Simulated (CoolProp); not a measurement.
A simple Rankine cycle with water: condensing at 299.15 K, boiler at 19.6 MPa, turbine inlet 642.3 K, turbine efficiency 0.85, pump efficiency 0.8, no recuperator. Each further row changes one setting.

The numbers come from the reference Helmholtz-energy equation of state, Wagner 2002 in CoolProp.

| case | thermal efficiency (%) | net work (kJ/kg) | heat in (kJ/kg) | turbine exit temperature (K) | volume ratio over the turbine |
|---|---|---|---|---|---|
| as stated | (withheld) | (withheld) | 2420 | 299.2 | 3620 |
| turbine inlet 662.3 K | 35.6 | (withheld) | 2630 | 299.2 | 2990 |
| condensing temperature 291.15 K | (withheld) | 872 | (withheld) | 291.1 | (withheld) |
| boiler pressure 13.7 MPa | 35.2 | 967 | (withheld) | 299.2 | 1930 |
| turbine efficiency 0.75 | 30.5 | 737 | 2420 | 299.2 | 3860 |

Q: Some entries are withheld; supply them.

A: 
- as stated, thermal efficiency (%): 34.7
- as stated, net work (kJ/kg): 839
- turbine inlet 662.3 K, net work (kJ/kg): 934
- condensing temperature 291.15 K, thermal efficiency (%): 35.5
- condensing temperature 291.15 K, heat in (kJ/kg): 2450
- condensing temperature 291.15 K, volume ratio over the turbine: 5710
- boiler pressure 13.7 MPa, heat in (kJ/kg): 2750

The expansion ends wet for: as stated; turbine inlet 662.3 K; condensing temperature 291.15 K; boiler pressure 13.7 MPa; turbine efficiency 0.75.
